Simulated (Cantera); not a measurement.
Feed: 1 mol Ti, 0.14 mol O2, 6.9 mol H2, equilibrated at 58.0 Pa.

Method: chemical equilibrium by Gibbs-energy minimisation in Cantera with the NASA 1993 tables (ideal gas, pure condensed phases). Candidate condensed phases: H2O, Ti, TiO, TiO2, Ti2O3, Ti3O5, Ti4O7; 12 gas species. Mutual solubility and eutectic melting of coexisting phases are not modelled. TiO: taken at fixed stoichiometry. Condensed phases not in the tables: N, O or C dissolved in the metal. Kinetics and transport are ignored.

x: gas mole fraction; n: condensed amount in mol.

```csv
T (K),x H2,x H,x Ti,x TiO,x H2O,n Ti(α),n TiO(s),n Ti(β)
1075,1.000,6.09e-7,<1e-12,<1e-12,<1e-12,0.720,0.280,0
1125,1.000,(withheld),(withheld),<1e-12,(withheld),0.720,0.280,0
1175,1.000,5.09e-6,6.71e-11,<1e-12,9.98e-12,0,0.280,0.720
1225,1.000,(withheld),(withheld),<1e-12,(withheld),0,0.280,0.720
1275,1.000,3.06e-5,2.74e-9,4.73e-12,1.03e-10,0,0.280,0.720
1325,1.000,6.79e-5,1.42e-8,3.66e-11,2.84e-10,0,0.280,0.720
1375,1.000,0.000142,6.48e-8,2.43e-10,7.26e-10,0,0.280,0.720
1425,1.000,0.000283,2.67e-7,1.41e-9,1.73e-9,0,0.280,0.720
1475,0.999,0.000538,9.94e-7,7.21e-9,3.88e-9,0,0.280,0.720
1525,0.999,0.000982,3.40e-6,3.30e-8,8.22e-9,0,0.280,0.720
1575,0.998,0.00172,1.07e-5,1.37e-7,1.66e-8,0,0.280,0.720
1625,0.997,0.00293,3.15e-5,5.18e-7,3.19e-8,0,0.280,0.720
```

Q: Some entries are withheld; supply them.

A: 
- 1225, x H: 1.29e-5
- 1225, x Ti: 4.63e-10
- 1225, x H2O: 3.37e-11
- 1125, x H: 1.85e-6
- 1125, x Ti: 8.09e-12
- 1125, x H2O: 2.67e-12
